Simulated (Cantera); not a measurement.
A closed system holds: 1 mol CO2, 0.043 mol H2O, 0.034 mol O2, equilibrated at 2275 K.

Cantera equilibrium calculation (NASA polynomials, part measured and part estimated; ideal gas, pure solids and liquids). Candidate condensed phases: C, C6H6, C7H8, C8H18, H2O; 110 gas species. The ideal-gas law is rough above about 30 bar. Kinetics and transport are ignored.

x: gas mole fraction; nothing condenses.

| P (Pa) | x CO2 | x CO | x O | x O2 | x H2O | x H | x OH |
|---|---|---|---|---|---|---|---|
| 10 | 0.178 | 0.440 | 0.172 | 0.161 | 0.00326 | 0.0324 | 0.0113 |
| 120 | (withheld) | (withheld) | (withheld) | 0.158 | (withheld) | (withheld) | (withheld) |
| 1400 | 0.668 | 0.171 | 0.0119 | 0.107 | 0.0290 | 0.00263 | 0.00884 |
| 17000 | 0.814 | 0.0761 | 0.00268 | 0.0662 | 0.0351 | 0.000502 | 0.00462 |
| 210000 | 0.886 | (withheld) | (withheld) | (withheld) | 0.0379 | (withheld) | (withheld) |
| 2500000 | 0.914 | 0.00958 | 0.000162 | 0.0359 | 0.0390 | 1.46e-5 | 0.00120 |
| 30000000 | 0.924 | 0.00292 | 4.48e-5 | 0.0328 | 0.0395 | 2.33e-6 | 0.000634 |

### Question
Complete the blanks.

### Answer

- 120, x CO2: 0.435
- 120, x CO: 0.313
- 120, x O: 0.0492
- 120, x H2O: 0.0172
- 120, x H: 0.0116
- 120, x OH: 0.0139
- 210000, x CO: 0.0287
- 210000, x O: 0.000625
- 210000, x O2: 0.0447
- 210000, x H: 8.73e-5
- 210000, x OH: 0.00232
